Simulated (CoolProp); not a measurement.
R245fa along the isotherm 433.1 K: fugacity coefficient from the reference equation and from simpler models built on Tc = 427.0 K, pc = 3.651 MPa, ω = 0.378; each cubic takes its own stable root.

Values from CoolProp's reference Helmholtz-energy equation of state, Akasaka 2015.

| p (MPa) | phase | reference |
|---|---|---|
| 4.06 | supercritical | 0.6457 |
| 8.11 | supercritical | 0.3886 |
| 12.2 | supercritical | 0.3032 |
| 16.2 | supercritical | 0.2647 |
| 20.3 | supercritical | 0.2445 |
| 24.3 | supercritical | 0.2346 |
| 28.4 | supercritical | 0.2305 |
| 32.5 | supercritical | 0.2308 |
| 36.5 | supercritical | 0.2341 |

Problem. How far does each simpler model (van der Waals, Redlich-Kwong, Soave-Redlich-Kwong, Peng-Robinson) lie from the reference over these 9 states: mean and median of the absolute difference, and the worst?

Solution. 
- van der Waals: mean 32.9 %, median 32.8 %, worst +62.9 % at 433.1 K and 36.5 MPa
- Redlich-Kwong: mean 7.4 %, median 8.1 %, worst +12.0 % at 433.1 K and 36.5 MPa
- Soave-Redlich-Kwong: mean 9.1 %, median 10.1 %, worst +14.2 % at 433.1 K and 36.5 MPa
- Peng-Robinson: mean 2.0 %, median 1.6 %, worst -3.4 % at 433.1 K and 36.5 MPa
